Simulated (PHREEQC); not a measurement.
A PHREEQC input (ion-association model, wateq4f.dat):

```
SOLUTION 1
  temp 66
  units mg/L
  pH 6.2
  pe 9.2
  Na 0.0064
  K 0.00349
  Ca 0.0159
  Mg 0.00283
  Cl 0.0201
  S(6) 0.00371 as SO4
  Alkalinity 0.0439 as HCO3 charge
  F 0.000366
  Zn 0.000284
  B 2.32e-06
  Ni 0.000143
END
USE solution 1
EQUILIBRIUM_PHASES 1
  Fluorite 0 0
  Quartz 0 0.5
  CO2(g) -2 10
END
```

It stops with these messages:

```
ERROR: Alkalinity cannot be used with charge balance or solution phase boundary constraints.
ERROR: Program terminating due to input errors.
```

The fault: charge balance asked on alkalinity. The line should read `as HCO3` where the input has `as HCO3 charge`. With the mend the run ends at pH 5.08 and ionic strength 1.03e-5 mol/kgw.
